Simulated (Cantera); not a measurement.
What does this Cantera script print?

```python
import numpy as np
import cantera as ct

surf = ct.Interface("diamond.yaml", "diamond_100")
gas, bulk = surf.adjacent["gas"], surf.adjacent["diamond"]
k = surf.kinetics_species_index(bulk.species_names[0])
cover = ["c6HH", "c6H*", "c6*H", "c6**", "c6HM", "c6B"]

rows, drift = [], 0.0
print(f"{'T':>10s}{'um/h':>11s}" + "".join(f"{s:>11s}" for s in cover))
for v in [925, 1000, 1075, 1150, 1225, 1300, 1375]:
    T, P, xH, xCH3 = v, 13000, 0.00022, 0.00013
    gas.TPX = T, P, {"H": xH, "CH3": xCH3, "CH4": 0.016, "H2": 1 - xH - xCH3 - 0.016}
    surf.TP = bulk.TP = T, P
    surf.coverages = "c6H*:0.1, c6HH:0.9"
    surf.advance_coverages(100.0)
    before = surf.coverages
    surf.advance_coverages(100.0)
    drift = max(drift, np.max(np.abs(surf.coverages - before) / (surf.coverages + 1e-9)))
    rate = surf.net_production_rates[k] * bulk.mean_molecular_weight / bulk.density * 3.6e9
    rows.append([rate, *surf[cover].coverages])
    print(f"{v:10.4g}{rate:11.4e}" + "".join(f"{x:11.3e}" for x in rows[-1][1:]))
```

It prints:

```
         T       um/h       c6HH       c6H*       c6*H       c6**       c6HM        c6B
       925 3.5605e+00  4.534e-01  8.007e-03  2.060e-01  2.712e-03  2.593e-01  9.662e-09
      1000 4.4815e+00  4.802e-01  1.368e-02  2.800e-01  4.901e-03  1.613e-01  1.216e-08
      1075 3.1218e+00  5.203e-01  2.152e-02  3.620e-01  7.646e-03  5.912e-02  8.471e-09
      1150 1.3708e+00  5.326e-01  2.871e-02  4.070e-01  9.558e-03  1.252e-02  3.720e-09
      1225 7.2813e-01  5.354e-01  3.395e-02  4.143e-01  1.017e-02  2.302e-03  1.976e-09
      1300 4.9447e-01  5.486e-01  3.757e-02  4.014e-01  9.914e-03  4.427e-04  1.342e-09
      1375 2.4877e-01  5.726e-01  3.977e-02  3.775e-01  9.172e-03  9.252e-05  6.750e-10
```

Detailed kinetics in Cantera: the Harris–Goodwin 1993 mechanism for the reconstructed diamond (100) surface.
